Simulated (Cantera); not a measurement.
**Equilibrium for hydrogen reduction and annealing atmospheres: FeS2 + H2**

Input: 1 mol FeS2, 1.4 mol H2, at 5.40 mbar.

These are equilibrium values from Cantera (NASA tables, ideal gas, pure condensed phases), not measurements of a reactor. Candidate condensed phases: Fe, FeS, FeS2, S; 8 gas species. FeS: taken at fixed stoichiometry. Gases not in the tables: S3 to S7. Equilibrium is a limit: real reactors are often held back by kinetics, nucleation or transport.

```tsv
T (°C)	x H2S	x H2	x S2	x Fe	x S	x H	x SH	n FeS(s)	n FeS(l)	n Fe(l)
425	0.714	0.286	5.85e-6	<1e-12	<1e-12	<1e-12	2.16e-8	1.00	0	0
575	0.711	0.288	0.00128	<1e-12	3.22e-11	1.39e-10	3.15e-6	1.00	0	0
725	0.626	0.341	0.0324	<1e-12	1.61e-8	1.71e-8	8.46e-5	1.00	0	0
875	0.403	0.482	0.114	5.50e-12	9.09e-7	6.77e-7	0.000612	1.00	0	0
1025	0.213	0.601	0.184	3.79e-9	1.58e-5	1.13e-5	0.00213	1.00	0	0
1175	0.108	0.666	0.221	7.15e-7	0.000139	0.000102	0.00501	1.000	0	0
1325	0.0578	0.695	0.237	4.09e-5	0.000784	0.000604	0.00946	0	1.000	0
1475	0.0329	0.704	0.241	0.00114	0.00322	0.00261	0.0155	0	0.998	0
1625	0.0194	0.681	0.239	0.0188	0.0105	0.00878	0.0227	0	0.963	0
1775	0.0101	0.468	0.323	0.114	0.0334	0.0208	0.0308	0	0	0.683
1925	0.00441	0.348	0.227	0.278	0.0672	0.0447	0.0300	0	0	0
```
x: gas mole fraction; n: condensed amount in mol.

From 425 °C to 1175 °C the condensed part is FeS(s). From 1325 °C to 1625 °C the condensed part is FeS(l). At 1775 °C the condensed part is Fe(l). At 1925 °C nothing is condensed.
